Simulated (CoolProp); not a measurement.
R365MFC along the isotherm 499.8 K: fugacity coefficient from the reference equation and from simpler models built on Tc = 460.0 K, pc = 3.266 MPa, ω = 0.377; each cubic takes its own stable root.

Values from CoolProp's reference Helmholtz-energy equation of state, Lemmon 2016.

| p (MPa) | phase | reference |
|---|---|---|
| 0.0258 | gas | 0.9978 |
| 0.0588 | gas | 0.9950 |
| 0.134 | gas | 0.9886 |
| 0.304 | gas | 0.9742 |
| 0.693 | gas | 0.9419 |
| 1.58 | gas | 0.8707 |
| 3.59 | supercritical | 0.7223 |
| 8.17 | supercritical | 0.4736 |

### Question
How far does each simpler model (Redlich-Kwong, Peng-Robinson) lie from the reference over these 8 states: mean and median of the absolute difference, and the worst?

### Answer
- Redlich-Kwong: mean 0.3 %, median 0.1 %, worst -1.7 % at 499.8 K and 8.17 MPa
- Peng-Robinson: mean 0.2 %, median 0.1 %, worst -0.9 % at 499.8 K and 3.59 MPa
